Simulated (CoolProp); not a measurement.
Chlorine at several states: density (kg/m³) from the reference equation and from simpler models built on Tc = 143.7 °C, pc = 76.42 bar, ω = 0.070; each cubic takes its own stable root.

Values from CoolProp's reference Helmholtz-energy equation of state, Thol 2021.

| T (°C) | p (bar) | phase | reference | van der Waals | Redlich-Kwong | Peng-Robinson |
|---|---|---|---|---|---|---|
| -43.75 | 3.91 | liquid | 1591 | 15.52 | 1473 | 1654 |
| 18.45 | 3.19 | gas | 9.762 | 9.611 | 9.716 | 9.739 |
| 66.45 | 89.4 | liquid | 1286 | 841.0 | 1166 | 1325 |
| 128.65 | 200 | liquid | 1128 | 798.9 | 1020 | 1142 |

At some of these states van der Waals gives the other phase, because its saturation line lies elsewhere.
